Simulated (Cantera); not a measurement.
## Equilibrium for iron carbonyl, mercury and lead vapours: Pb + CO + H₂

A closed system holds: 1 mol Pb, 0.41 mol CO, 5.1 mol H₂, equilibrated at 1348 K.

Method: chemical equilibrium by Gibbs-energy minimisation in Cantera with the NASA 1993 tables (ideal gas, pure condensed phases). Candidate condensed phases: C, C₆H₆, C₇H₈, C₈H₁₈, H₂O, Pb, PbO, PbO₂, Pb₃O₄; 113 gas species. The numbers say what is thermodynamically allowed, not how fast it happens.

```json
[
 {"P (Pa)": "10", "x H₂": "0.783", "x Pb": "0.154", "x CO": "0.0630", "x CH₄": "7.21e-8", "x H₂O": "1.43e-7", "n Pb(l)": "0"},
 {"P (Pa)": "68", "x H₂": "0.783", "x Pb": "0.154", "x CO": "0.0630", "x CH₄": "6.41e-7", "x H₂O": "7.43e-7", "n Pb(l)": "0"},
 {"P (Pa)": "460", "x H₂": "0.783", "x Pb": "0.154", "x CO": "0.0630", "x CH₄": "4.69e-6", "x H₂O": "4.65e-6", "n Pb(l)": "0"},
 {"P (Pa)": "3200", "x H₂": "0.787", "x Pb": "0.149", "x CO": "0.0633", "x CH₄": "3.34e-5", "x H₂O": "3.22e-5", "n Pb(l)": "0.0330"},
 {"P (Pa)": "22000", "x H₂": "0.905", "x Pb": "0.0217", "x CO": "0.0725", "x CH₄": "0.000304", "x H₂O": "0.000292", "n Pb(l)": "0.878"},
 {"P (Pa)": "150000", "x H₂": "0.920", "x Pb": "0.00318", "x CO": "0.0723", "x CH₄": "0.00212", "x H₂O": "0.00204", "n Pb(l)": "0.982"},
 {"P (Pa)": "1000000", "x H₂": "0.911", "x Pb": "0.000478", "x CO": "0.0629", "x CH₄": "0.0129", "x H₂O": "0.0125", "n Pb(l)": "0.997"}
]
```
x: gas mole fraction; n: condensed amount in mol.

From 0.0750 Torr to 3.45 Torr nothing is condensed. From 24.0 Torr to 7500 Torr the condensed part is Pb(l). The main Pb-bearing gas is Pb throughout.
